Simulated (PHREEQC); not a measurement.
A solution holds 30 mmol/kgw Ni(NO3)2, 0.065 mmol/kgw H3BO3 and 1.5 mmol/kgw H2SO4, at 50 °C. Closed to the air; pH follows from the charge balance.

The numbers come from PHREEQC with the ion-association model, wateq4f.dat.

Precipitation was switched off in this run.

**Question.** Estimate the pH.

**Answer.** pH 2.63.

**Question.** In which forms is Ni present?

**Answer.** Ni+2 98 %, NiSO4 2.2 % of the Ni.

Complexes and solids missing from the database can't appear. At this temperature some constants are extrapolated from 25 °C, and those without enthalpy data are left unchanged.
